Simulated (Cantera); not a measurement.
A freely propagating, adiabatic, planar premixed flame of 12.7 % CH4, 0.443 % H2, 18.2 % O2, 68.7 % N2, unburnt at 723 K and 760 Torr; mixture-averaged transport, grid criteria slope 0.08 and curve 0.16, no radiation.

Model: GRI-Mech 3.0 (53 species, 325 reactions), integrated in Cantera. Burning velocities carry a grid error of a few per cent, more on coarse grids.

Question: Predict: laminar burning velocity; thermal thickness; peak x(H2O2); peak x(C2H).

Answer: 
| Item | Value |
|---|---|
| laminar burning velocity | 124 cm/s |
| thermal thickness | 0.390 mm |
| peak x(H2O2) | 8.65e-6 |
| peak x(C2H) | 3.63e-6 |
